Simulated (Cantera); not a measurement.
**Titanium nitride, carbide and oxide coatings: Ti + H₂O + O₂**

A closed system holds: 1 mol Ti, a varied amount of H₂O, 0.069 mol O₂, equilibrated at 1400 K and 1.00 Torr.

Equilibrium computed with Cantera from the NASA thermochemical tables; the gas is ideal and each condensed phase is pure. Candidate condensed phases: H₂O, Ti, TiO, TiO₂, Ti₂O₃, Ti₃O₅, Ti₄O₇; 12 gas species. Mutual solubility and eutectic melting of coexisting phases are not modelled. TiO: taken at fixed stoichiometry. Condensed phases not in the tables: Magnéli phases beyond Ti₄O₇, N, O or C dissolved in the metal. Rates play no part.

```
n(H₂O) (mol)   x H₂     x H₂O       x H      x OH      x Ti  n Ti(β)  n TiO(s)  n Ti₂O₃(s)  n Ti₃O₅(s)  n Ti₄O₇(s)  n TiO₂(rutile)
------------  -----  --------  --------  --------  --------  -------  --------  ----------  ----------  ----------  --------------
0.56          1.000   1.13e-9  0.000133    <1e-12   5.79e-8    0.302     0.698           0           0           0               0
0.83          1.000   1.13e-9  0.000133    <1e-12   5.79e-8   0.0320     0.968           0           0           0               0
1.1           1.000   2.84e-6  0.000133  7.51e-12  2.31e-11        0     0.524       0.238           0           0               0
1.4           1.000  0.000173  0.000133  4.59e-10    <1e-12        0         0       0.387      0.0755           0               0
1.6           0.998   0.00170  0.000133   4.51e-9    <1e-12        0         0           0      0.0589       0.206               0
1.9           0.980    0.0200  0.000132   5.35e-8    <1e-12        0         0           0           0           0            1.00
2.1           0.887     0.113  0.000125   3.19e-7    <1e-12        0         0           0           0           0            1.00
2.4           0.776     0.224  0.000117   6.74e-7    <1e-12        0         0           0           0           0            1.00
2.7           0.690     0.310  0.000111   9.89e-7    <1e-12        0         0           0           0           0            1.00
```
x: gas mole fraction; n: condensed amount in mol.

From 0.56 mol H₂O to 0.83 mol H₂O the condensed part is Ti(β) + TiO(s). At 1.1 mol H₂O the condensed part is TiO(s) + Ti₂O₃(s). At 1.4 mol H₂O the condensed part is Ti₂O₃(s) + Ti₃O₅(s). At 1.6 mol H₂O the condensed part is Ti₃O₅(s) + Ti₄O₇(s). From 1.9 mol H₂O to 2.7 mol H₂O the condensed part is TiO₂(rutile).
